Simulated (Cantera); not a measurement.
# Equilibrium for abatement and gas-phase synthesis: N₂O + SO₂ + H₂O

Input: 1 mol N₂O, 0.0099 mol SO₂, 0.41 mol H₂O, held at 7.50 Torr.

Method: chemical equilibrium by Gibbs-energy minimisation in Cantera with the NASA 1993 tables (ideal gas, pure condensed phases). Candidate condensed phases: H₂O, H₂SO₄, S; 35 gas species. Equilibrium is a limit: real reactors are often held back by kinetics, nucleation or transport.

From 850 K to 2650 K nothing is condensed.

| T (K) | x N₂ | x O₂ | x H₂O | x O | x H | x OH | x H₂ | x NO |
|---|---|---|---|---|---|---|---|---|
| 850 | 0.521 | 0.260 | 0.214 | 3.78e-12 | <1e-12 | 1.79e-8 | 1.93e-12 | 4.07e-6 |
| 1050 | 0.521 | 0.260 | 0.214 | 3.41e-9 | 3.16e-12 | 1.42e-6 | 1.51e-9 | 4.78e-5 |
| 1250 | 0.521 | 0.260 | 0.214 | 3.53e-7 | 1.84e-9 | 2.80e-5 | 1.44e-7 | 0.000255 |
| 1450 | 0.520 | 0.260 | 0.213 | 1.02e-5 | 1.88e-7 | 0.000243 | 3.97e-6 | 0.000859 |
| 1650 | 0.520 | 0.259 | 0.213 | 0.000132 | 6.37e-6 | 0.00125 | 4.91e-5 | 0.00215 |
| 1850 | 0.518 | 0.256 | 0.211 | 0.000976 | 0.000101 | 0.00446 | 0.000352 | 0.00439 |
| 2050 | 0.513 | 0.250 | 0.204 | 0.00487 | 0.000935 | 0.0123 | 0.00170 | 0.00772 |
| 2250 | 0.503 | 0.237 | 0.186 | 0.0180 | 0.00572 | 0.0270 | 0.00593 | 0.0120 |
| 2450 | 0.479 | 0.212 | 0.149 | 0.0518 | 0.0246 | 0.0476 | 0.0150 | 0.0165 |
| 2650 | 0.436 | 0.169 | 0.0883 | 0.120 | 0.0746 | 0.0633 | 0.0253 | 0.0197 |
x: gas mole fraction; nothing condenses.
